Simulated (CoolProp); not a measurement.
Computed with CoolProp (reference Helmholtz-energy equation of state, Lemmon 2006). It is a short technical equation, of lower accuracy than the large ones.

Question: Give the vapour pressure (bar), vapour density (kg/m³), liquid cp (kJ/(kg K)), surface tension (mN/m) of saturated carbon monoxide at -181.45 °C.

Answer: 
| T (°C) | p (bar) | vapour density (kg/m³) | liquid cp (kJ/(kg K)) | surface tension (mN/m) |
|---|---|---|---|---|
| -181.45 | 2.78 | 11.2 | 2.20 | 7.41 |

Surface tension comes from a separate correlation (Mulero 2012).
